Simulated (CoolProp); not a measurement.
The fluid at 391.39 K and 1.52 MPa is throttled through a valve to 0.898 MPa with no heat exchange. The same conditions are run with several fluids, on thermodynamics alone (safety and materials aside).

Computed with CoolProp (reference Helmholtz-energy equation of state of each fluid (n-octane: Beckmüller 2019; decamethylcyclopentasiloxane (D5): Thol 2019; hexamethyldisiloxane (MM): Thol 2016; tetrahydrofuran: Fiedler 2023; m-xylene: Zhou 2012)).

```tsv
fluid	temperature change (K)	final density (kg/m³)
n-octane	+0.2	___
decamethylcyclopentasiloxane (D5)	+0.2	___
hexamethyldisiloxane (MM)	+0.1	___
tetrahydrofuran	+0.1	___
m-xylene	+0.2	___
```

Some entries are withheld; supply them.


- n-octane, final density (kg/m³): 620
- decamethylcyclopentasiloxane (D5), final density (kg/m³): 856
- hexamethyldisiloxane (MM), final density (kg/m³): 655
- tetrahydrofuran, final density (kg/m³): 773
- m-xylene, final density (kg/m³): 777
